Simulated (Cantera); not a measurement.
What does this Cantera script print?

```python
import numpy as np
import cantera as ct

gas_names = """
    AL ALH ALN AL2 H H2 N NH NH2 NH3 N2 N2H2 N2H4
""".split()
cond_names = """
    AL(cr) AL(L) ALN(s)
""".split()


# ... load() reads the species with a 1 bar reference pressure and builds the phases ...
atoms = {
    'Al': {'AL': 1},
    'NH3': {'N': 1, 'H': 3},
    'N2': {'N': 2},
}
top_T = {'ALN(s)': 2750}  # K; cautious upper limits of use, not melting points


# ... equilibrate(T, P, feed) seeds the gas with the atoms and calls Mixture.equilibrate('TP', solver="vcs", rtol=1e-11, max_steps=5000) ...
results = []
feed = {'Al': 1, 'NH3': 9, 'N2': 1.4}  # mol
P = 1000  # Pa
for T in [650, 800, 950, 1100, 1250, 1400, 1550, 1700, 1850, 2000]:
    mix = equilibrate(T, P, feed)
    results.append((T, P, feed, dict(zip(mix.species_names, mix.species_moles))))

top = {s: max(r[3][s] / sum(r[3][g] for g in gas_names) for r in results) for s in gas_names}
cols = sorted((s for s in top if top[s] > 0.0001), key=lambda s: -top[s])[:5]
seen = [c for c in cond_names if any(r[3].get(c, 0) > 1e-12 for r in results)]
print("log10 of partial pressures in bar; condensed amounts in mol")
print(f"{'T/K':>10s}" + "".join(f"{s[:9]:>10s}" for s in cols + seen))
for T, P, feed, n in results:
    ng = sum(n[g] for g in gas_names)
    print(f"{T:10.4g}" + "".join(f"{np.log10(max(n[s] / ng * P / 1e5, 1e-99)):10.3f}" for s in cols)
          + "".join(f"{n.get(c, 0):10.4g}" for c in seen))
```

Result:

```
log10 of partial pressures in bar; condensed amounts in mol
       T/K        H2        N2        AL         H       ALH    ALN(s)
       650    -2.146    -2.544   -38.231   -15.935   -35.920         1
       800    -2.146    -2.544   -28.499   -12.611   -27.276         1
       950    -2.146    -2.544   -21.856   -10.328   -21.380         1
      1100    -2.146    -2.544   -17.037    -8.661   -17.106         1
      1250    -2.146    -2.544   -13.384    -7.389   -13.868         1
      1400    -2.146    -2.544   -10.523    -6.386   -11.333         1
      1550    -2.146    -2.544    -8.222    -5.575    -9.295         1
      1700    -2.147    -2.544    -6.332    -4.905    -7.623    0.9991
      1850    -2.150    -2.545    -4.753    -4.343    -6.227    0.9653
      2000    -2.180    -2.542    -3.417    -3.879    -5.060    0.2077
```

Cantera equilibrium calculation (NASA polynomials, part measured and part estimated; ideal gas, pure solids and liquids).
